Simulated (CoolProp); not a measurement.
C3F8 (R218) along the isobar 12.6 MPa: fugacity coefficient from the reference equation and from simpler models built on Tc = 345.0 K, pc = 2.640 MPa, ω = 0.317; each cubic takes its own stable root.

Model: reference Helmholtz-energy equation of state, Lemmon 2006, in CoolProp. It is a short technical equation, of lower accuracy than the large ones.

```tsv
T (K)	phase	reference
339.8	liquid	0.2280
343.8	liquid	0.2417
347.8	supercritical	0.2556
351.7	supercritical	0.2694
355.7	supercritical	0.2838
359.7	supercritical	0.2983
363.6	supercritical	0.3126
367.6	supercritical	0.3274
371.6	supercritical	0.3423
375.6	supercritical	0.3573
379.5	supercritical	0.3720
383.5	supercritical	0.3870
387.5	supercritical	0.4020
391.4	supercritical	0.4167
395.4	supercritical	0.4316
```

Q: How far does each simpler model (van der Waals, Redlich-Kwong, Peng-Robinson) lie from the reference over these 15 states: mean and median of the absolute difference, and the worst?

A: 
- van der Waals: mean 14.2 %, median 12.5 %, worst +34.1 % at 339.8 K and 12.6 MPa
- Redlich-Kwong: mean 3.4 %, median 3.2 %, worst +8.1 % at 339.8 K and 12.6 MPa
- Peng-Robinson: mean 3.2 %, median 3.2 %, worst -3.7 % at 339.8 K and 12.6 MPa
